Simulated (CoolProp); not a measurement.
Properties of trans-2-butene along the isotherm 286.4 K.

Computed with CoolProp (reference Helmholtz-energy equation of state, Lemmon 2005). It is a short technical equation, of lower accuracy than the large ones.

```csv
p (MPa),phase,speed of sound (m/s),isothermal compressibility (1/MPa)
1.67,liquid,1000,0.002335
3.35,liquid,1017,[?]
5.02,liquid,[?],0.002153
6.7,liquid,[?],[?]
8.37,liquid,1065,0.002001
10,liquid,1079,[?]
11.7,liquid,[?],0.001872
13.4,liquid,1108,0.001813
15.1,liquid,1122,0.001758
16.7,liquid,[?],0.001710
18.4,liquid,1148,0.001662
20.1,liquid,1160,0.001617
```

Question: Fill in the missing entries.

Answer: 
- 3.35, isothermal compressibility (1/MPa): 0.002239
- 5.02, speed of sound (m/s): 1034
- 6.7, speed of sound (m/s): 1049
- 6.7, isothermal compressibility (1/MPa): 0.002073
- 10, isothermal compressibility (1/MPa): 0.001935
- 11.7, speed of sound (m/s): 1094
- 16.7, speed of sound (m/s): 1134
